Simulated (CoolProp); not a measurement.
A Linde-Hampson liquefier for dry air: isothermal reversible compression at 300 K from 1 atm to 40 MPa, throttling to 1 atm, return gas leaving the recuperator 10 K below the feed. Each further row changes one setting.

Model: reference Helmholtz-energy equation of state, Lemmon 2000, in CoolProp. It is a pseudo-pure fit of the blend.

| case | liquid yield per pass | compression work (kJ/kg of gas) |
|---|---|---|
| as stated | 0.084 | 520 |
| high pressure 80 MPa | (withheld) | 604 |
| warm-end temperature 330 K | (withheld) | (withheld) |
| warm-end gap 15 K | 0.073 | 520 |

Question: Some entries are withheld; supply them.

Answer: 
- high pressure 80 MPa, liquid yield per pass: 0.053
- warm-end temperature 330 K, liquid yield per pass: 0.057
- warm-end temperature 330 K, compression work (kJ/kg of gas): 576
